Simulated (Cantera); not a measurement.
**Thermodynamics of carbon deposition, reforming and gasification, feed CH₄ + O₂ + H₂**

Input: 1 mol CH₄, 0.0097 mol O₂, 1.9 mol H₂, equilibrated at 2523 K.

Method: chemical equilibrium by Gibbs-energy minimisation in Cantera with the NASA 1993 tables (ideal gas, pure condensed phases). Candidate condensed phases: C, C₆H₆, C₇H₈, C₈H₁₈, H₂O; 110 gas species. The ideal-gas law is rough above about 30 bar. The numbers say what is thermodynamically allowed, not how fast it happens.

```json
[
 {"P (Pa)": "10", "x H₂": "0.101", "x H": "0.884", "x CH₄": "1.48e-10", "x C₂H₂ (acetylene)": "0.00120", "x C₃": "0.00709", "x CO": "0.00271", "n C(graphite)": "0.773"},
 {"P (Pa)": "72", "x H₂": "0.365", "x H": "0.626", "x CH₄": "1.39e-8", "x C₂H₂ (acetylene)": "0.00434", "x C₃": "0.000984", "x CO": "0.00339", "n C(graphite)": "0.904"},
 {"P (Pa)": "520", "x H₂": "0.671", "x H": "0.316", "x CH₄": "3.39e-7", "x C₂H₂ (acetylene)": "0.00800", "x C₃": "0.000136", "x CO": "0.00417", "n C(graphite)": "0.900"},
 {"P (Pa)": "3700", "x H₂": "0.852", "x H": "0.133", "x CH₄": "3.88e-6", "x C₂H₂ (acetylene)": "0.0101", "x C₃": "1.91e-5", "x CO": "0.00462", "n C(graphite)": "0.893"},
 {"P (Pa)": "27000", "x H₂": "0.932", "x H": "0.0516", "x CH₄": "3.39e-5", "x C₂H₂ (acetylene)": "0.0111", "x C₃": "2.62e-6", "x CO": "0.00482", "n C(graphite)": "0.890"},
 {"P (Pa)": "190000", "x H₂": "0.963", "x H": "0.0198", "x CH₄": "0.000255", "x C₂H₂ (acetylene)": "0.0115", "x C₃": "3.73e-7", "x CO": "0.00490", "n C(graphite)": "0.887"},
 {"P (Pa)": "1400000", "x H₂": "0.974", "x H": "0.00733", "x CH₄": "0.00192", "x C₂H₂ (acetylene)": "0.0116", "x C₃": "5.06e-8", "x CO": "0.00494", "n C(graphite)": "0.879"},
 {"P (Pa)": "10000000", "x H₂": "0.966", "x H": "0.00273", "x CH₄": "0.0135", "x C₂H₂ (acetylene)": "0.0115", "x C₃": "7.09e-9", "x CO": "0.00500", "n C(graphite)": "0.829"}
]
```
x: gas mole fraction; n: condensed amount in mol.

From 0.0750 Torr to 75000 Torr the condensed part is C(graphite). The main C-bearing gas is C₃ at 0.0750 Torr and C₂H₂ (acetylene) at 75000 Torr. The share of C in condensed phases is highest at 0.540 Torr (90.4 %) and lowest at 0.0750 Torr (77.3 %).
